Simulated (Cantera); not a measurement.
What does this Cantera script print?

```python
import numpy as np
import cantera as ct

gas = ct.Solution("gri30.yaml")


def delay(T, t_max=10):
    gas.TPX = T, 1400000, {'CH4': 1, 'O2': 2.63, 'N2': 16.3}
    reactor = ct.IdealGasConstPressureReactor(gas, clone=False)
    net = ct.ReactorNet([reactor])
    net.rtol, net.atol = 1e-8, 1e-16
    while net.time < t_max:
        t_old, T_old = net.time, reactor.T
        net.step()
        if reactor.T > T + 400:  # ignition: a rise of 400 K
            return t_old + (T + 400 - T_old) / (reactor.T - T_old) * (net.time - t_old)
    return np.nan


taus = []
for T in [1298, 1373, 1448, 1523, 1598, 1673, 1748, 1823, 1898]:
    taus.append(delay(T))
    print(f"T0 = {T:6g} K   tau = {taus[-1]:.4e} s")
```

Output:

```
T0 =   1298 K   tau = 1.4975e-03 s
T0 =   1373 K   tau = 6.8476e-04 s
T0 =   1448 K   tau = 3.2727e-04 s
T0 =   1523 K   tau = 1.6239e-04 s
T0 =   1598 K   tau = 8.3548e-05 s
T0 =   1673 K   tau = 4.4728e-05 s
T0 =   1748 K   tau = 2.5052e-05 s
T0 =   1823 K   tau = 1.4735e-05 s
T0 =   1898 K   tau = 9.1057e-06 s
```

Model: GRI-Mech 3.0 (53 species, 325 reactions), integrated in Cantera. The pressure lies above the range GRI-Mech 3.0 was tuned for (to about 10 atm).
